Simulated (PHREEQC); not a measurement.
A solution holds 0.0049 mol/kgw CuSO4, 0.0067 mol/kgw H2SO4 and 0.00019 mol/kgw H3BO3, at 60 °C. Closed to the air; pH follows from the charge balance.

Model: ion-association model, phreeqc.dat, run in PHREEQC.

The ionic strength comes out as 0.0239 mol/kgw. What activity coefficients do HSO4-, H+, SO4-2, Cu+2 get?

HSO4- 0.85, H+ 0.87, SO4-2 0.54, Cu+2 0.55.

Precipitation was switched off in this run. Away from 25 °C the constants follow the database's enthalpies or fits; those with neither stay at their 25 °C values.
